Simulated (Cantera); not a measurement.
# Adiabatic ignition

An adiabatic, constant-volume homogeneous reactor starts with 5.80 % CH₄, 0.504 % C₂H₆, 0.928 % C₃H₈, 18.0 % O₂, 67.8 % N₂, 6.96 % H₂O, equivalence ratio 1.0, at 1650 K and 13.8 atm.

Computed with Cantera and GRI-Mech 3.0 (53 species, 325 reactions). GRI-Mech 3.0 was tuned for natural gas; its chemistry of propane as a main component is partial and can be far from experiment. The pressure lies above the range GRI-Mech 3.0 was tuned for (to about 10 atm). Above 3000 K some thermodynamic fits are extrapolated.

```
t (s)     T (K)  P (bar)   x CH₄   x C₂H₆   x C₃H₈     x CH₃   x H₂O₂     x HO₂   x C₂H₄
--------  -----  -------  ------  -------  -------  --------  -------  --------  -------
3.00e-6    1660     14.2  0.0549  0.00482  0.00599   0.00129  1.63e-5  0.000205  0.00430
1.44e-5    3123     27.9  <1e-12   <1e-12   <1e-12  1.66e-12  2.94e-6   2.80e-5   <1e-12
6.89e-5    3103     27.7  <1e-12   <1e-12   <1e-12  1.81e-12  2.60e-6   2.35e-5   <1e-12
0.000330   3101     27.7  <1e-12   <1e-12   <1e-12  1.83e-12  2.57e-6   2.31e-5   <1e-12
0.00158    3101     27.7  <1e-12   <1e-12   <1e-12  1.83e-12  2.57e-6   2.31e-5   <1e-12
0.00758    3101     27.7  <1e-12   <1e-12   <1e-12  1.83e-12  2.57e-6   2.31e-5   <1e-12
0.0363     3101     27.7  <1e-12   <1e-12   <1e-12  1.83e-12  2.57e-6   2.31e-5   <1e-12
0.174      3101     27.7  <1e-12   <1e-12   <1e-12  1.83e-12  2.57e-6   2.31e-5   <1e-12
0.835      3101     27.7  <1e-12   <1e-12   <1e-12  1.83e-12  2.57e-6   2.31e-5   <1e-12
4.00       3101     27.7  <1e-12   <1e-12   <1e-12  1.83e-12  2.57e-6   2.31e-5   <1e-12
```
x: mole fraction; the columns are a selection and need not sum to one.

```
Quantity                                                          Result
---------------------------------  -------------------------------------
time of steepest temperature rise                                7.73 µs
temperature at 4.00 s                                             3101 K
equilibrium temperature                                           3101 K
x(CH₄) at 4.00 s                   <1e-12 (gas-phase equilibrium <1e-12)
x(C₂H₆) at 4.00 s                  <1e-12 (gas-phase equilibrium <1e-12)
x(C₃H₈) at 4.00 s                  <1e-12 (gas-phase equilibrium <1e-12)
```
